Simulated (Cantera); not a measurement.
Feed: 1 mol borazine, 0.28 mol H2O, held at 133 Pa.

Method: chemical equilibrium by Gibbs-energy minimisation in Cantera with the NASA 1993 tables (ideal gas, pure condensed phases). Candidate condensed phases: B, BN, B2O3, B3O3H3, H2O; 39 gas species. The feed counts by its element totals alone. Mutual solubility and eutectic melting of coexisting phases are not modelled. Equilibrium is a limit: real reactors are often held back by kinetics, nucleation or transport.

Which condensed phases are stable at each of these points (T (K)): 1850, 1875, 1900, 1925, 1950, 1975, 2000, 2025, 2050, 2075, 2100?


```csv
T (K),condensed phases,B condensed (%)
1850,BN(s),90.7
1875,BN(s),90.7
1900,BN(s),90.6
1925,BN(s),90.6
1950,B(s) + BN(s),90.6
1975,B(s) + BN(s),90.6
2000,B(s) + BN(s),90.6
2025,B(s) + BN(s),90.5
2050,B(s) + BN(s),90.5
2075,B(s) + BN(s),90.5
2100,B(s),90.4
```

From 1850 K to 1925 K the condensed part is BN(s). From 1950 K to 2075 K the condensed part is B(s) + BN(s). At 2100 K the condensed part is B(s).
